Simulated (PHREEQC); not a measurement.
Make-up at 20 °C: 190 mmol/kgw H2SO4 and 12 mmol/kgw KH2PO4. It is in equilibrium with CO2 at log p = -2 (atm). Otherwise closed; pH follows from the charge balance.

All values are PHREEQC results (ion-association model, phreeqc.dat), not measurements.

```yaml
pH: 0.78
ionic_strength: 0.251 mol/kgw
activity_of_water: 0.993
specific_conductance: 58900 µS/cm
density: 1.011 g/cm³
total_alkalinity: -380 meq/kg
```

```tsv
species	molality	activity	log γ
H+	0.209	0.165	-0.102
HSO4-	0.159	0.118	-0.131
SO4-2	0.0301	0.00816	-0.567
K+	0.0114	0.00796	-0.157
H3PO4	0.0113	0.0120	0.025
H2PO4-	0.000711	0.000522	-0.134
KSO4-	0.000569	0.000418	-0.134
CO2	0.000370	0.000392	0.025
(CO2)2	2.24e-9	2.38e-9	0.025
```

Precipitation was switched off in this run.
